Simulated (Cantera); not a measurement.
An isothermal, constant-pressure homogeneous reactor starts with 11.4 % NH3, 88.6 % N2, at 2348 K and 2800 Pa.

Model: the gas-phase N/H chemistry of the illustrative SiF4/NH3 mechanism in the Surface Chemkin manual (1991), integrated in Cantera. Walls and surfaces, which speed up NH3 decomposition in real reactors, are not modelled.

One state of this run: x NH3 = 0.112; x NH = 1.72e-5; x N = 2.07e-7; x N2 = 0.886; x NH2 = 0.00130; x N2H2 = 9.52e-7; x N2H4 = 2.00e-9. x: mole fraction; the columns are a selection and need not sum to one.

Question: Which value of t (s) does it belong to?
A. 0.00256
B. 0.0711
C. 0.000843
D. 3.03e-5

Answer: C, 0.000843
